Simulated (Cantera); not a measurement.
Feed: 1 mol Si3N4, 0.036 mol H2O, 8.3 mol H2, equilibrated at 1923.15 K and 41.0 mbar.

Cantera equilibrium calculation (NASA polynomials, part measured and part estimated; ideal gas, pure solids and liquids). Candidate condensed phases: H2O, Si, SiO2, Si2N2O, Si3N4; 35 gas species. The tables' values for SiN are old estimates; treat these amounts as uncertain. Gases not in the tables: Si2H6 and higher silanes. Equilibrium is a limit: real reactors are often held back by kinetics, nucleation or transport.

Base state: H2 0.799, N2 0.192, H 0.00416, SiO 0.00346, Si 0.000415, SiH 6.14e-5, SiH2 5.39e-5, Si2N 1.64e-5 (mole fractions); condensed: Si(l).

**Question.** What changes in the equilibrium state with this change: temperature from 1923.15 K to 1625 K?

**Answer.** 
| species | before | after |
|---|---|---|
| H2 | 0.799 | 0.988 |
| N2 | 0.192 | 0.0111 |
| SiO | 0.00346 | 0.000347 |
| H | 0.00416 | 0.000346 |
| SiN | 1.16e-5 | 6.67e-8 |
| Si2N | 1.64e-5 | 1.15e-7 |
| Si | 0.000415 | 3.97e-6 |
| SiH | 6.14e-5 | 1.59e-6 |
| SiH2 | 5.39e-5 | 6.53e-6 |
| Si(l), mol | 2.96 | 0 |
| Si(s), mol | 0 | 0.121 |
| Si2N2O(s), mol | 0 | 0.0331 |
| Si3N4(s), mol | 0 | 0.936 |
Mutual solubility and eutectic melting of coexisting phases are not modelled.

**Question.** What changes in the equilibrium state with this change: temperature from 1923.15 K to 1475 K?

**Answer.** 
```
species           before    after
--------------  --------  -------
H2                 0.799    0.998
N2                 0.192  0.00144
H                0.00416  6.40e-5
SiO              0.00346  8.95e-6
Si2N             1.64e-5    <1e-9
SiN              1.16e-5    <1e-9
Si              0.000415  8.68e-8
Si(l), mol          2.96        0
Si2N2O(s), mol         0   0.0359
Si3N4(s), mol          0    0.976
```
Mutual solubility and eutectic melting of coexisting phases are not modelled.

**Question.** What changes in the equilibrium state with this change: H2O from 0.036 to 0.013 mol?

**Answer.** 
| species | before | after |
|---|---|---|
| H2 | 0.799 | 0.801 |
| N2 | 0.192 | 0.193 |
| H | 0.00416 | 0.00417 |
| SiO | 0.00346 | 0.00126 |
| SiN | 1.16e-5 | 1.16e-5 |
| Si2N | 1.64e-5 | 1.64e-5 |
| SiH2 | 5.39e-5 | 5.40e-5 |
| SiH | 6.14e-5 | 6.14e-5 |
| Si(l), mol | 2.96 | 2.98 |
